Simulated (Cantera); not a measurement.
A closed system holds: 1 mol C2H4, 0.19 mol NH3, 7 mol H2, at 2825 K and 0.00133 bar.

Equilibrium computed with Cantera from the NASA thermochemical tables; the gas is ideal and each condensed phase is pure. Candidate condensed phases: C, C6H6, C7H8, C8H18; 92 gas species. Rates play no part.

Base state: H 0.832, H2 0.116, C3 0.0276, C 0.00616, C2H2 (acetylene) 0.00380, C2H 0.00359, N2 0.00316, C2 0.00285 (mole fractions); condensed: gas only.

**Question.** What changes in the equilibrium state with this change: pressure from 0.00133 bar to 59.0 bar?

**Answer.** 
| species | before | after |
|---|---|---|
| H2 | 0.116 | 0.932 |
| C2H2 (acetylene) | 0.00380 | 0.0338 |
| H | 0.832 | 0.0112 |
| C3 | 0.0276 | 7.26e-7 |
| CH4 | 1.62e-9 | 0.00487 |
| C2H4 | <1e-9 | 0.000489 |
| C3H4 (propyne) | <1e-9 | 5.10e-5 |
| C | 0.00616 | 1.46e-7 |
| C(graphite), mol | 0 | 1.17 |
The ideal-gas law is rough above about 30 bar.

**Question.** What changes in the equilibrium state with this change: C2H4 replaced by C6H6?

**Answer.** 
```json
[
 {"species": "H", "before": "0.832", "after": "0.828"},
 {"species": "H2", "before": "0.116", "after": "0.115"},
 {"species": "C3", "before": "0.0276", "after": "0.0321"},
 {"species": "C5", "before": "0.000261", "after": "0.000335"},
 {"species": "C4", "before": "5.24e-5", "after": "6.39e-5"},
 {"species": "C4H2", "before": "5.18e-5", "after": "6.27e-5"},
 {"species": "N2", "before": "0.00316", "after": "0.00268"},
 {"species": "C2", "before": "0.00285", "after": "0.00315"},
 {"species": "C(graphite), mol", "before": "0", "after": "3.47"}
]
```

**Question.** What changes in the equilibrium state with this change: pressure from 0.00133 bar to 0.000110 bar?

**Answer.** 
```json
[
 {"species": "H", "before": "0.832", "after": "0.927"},
 {"species": "C", "before": "0.00616", "after": "0.0290"},
 {"species": "C3", "before": "0.0276", "after": "0.0196"},
 {"species": "H2", "before": "0.116", "after": "0.0119"},
 {"species": "C4H2", "before": "5.18e-5", "after": "1.21e-7"},
 {"species": "C2H2 (acetylene)", "before": "0.00380", "after": "5.87e-5"}
]
```
